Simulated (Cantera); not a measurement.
An adiabatic, constant-volume homogeneous reactor starts with C3H8 : O2 : N2 = 1 : 8.93 : 33.6 (molar parts), equivalence ratio 0.56, at 1050 K and 110000 Pa.

Computed with Cantera and GRI-Mech 3.0 (53 species, 325 reactions). GRI-Mech 3.0 was tuned for natural gas; its chemistry of propane as a main component is partial and can be far from experiment.

**Question.** Predict: time of steepest temperature rise; temperature at 0.600 s; equilibrium temperature; x(O2) at 0.600 s; x(CO) at 0.600 s; x(H2O2) at 0.600 s.

**Answer.** 
| Quantity | Value |
|---|---|
| time of steepest temperature rise | 0.151 s |
| temperature at 0.600 s | 2451 K |
| equilibrium temperature | 2451 K |
| x(O2) at 0.600 s | 0.0811 (gas-phase equilibrium 0.0811) |
| x(CO) at 0.600 s | 0.00389 (gas-phase equilibrium 0.00389) |
| x(H2O2) at 0.600 s | 2.49e-7 (gas-phase equilibrium 2.49e-7) |
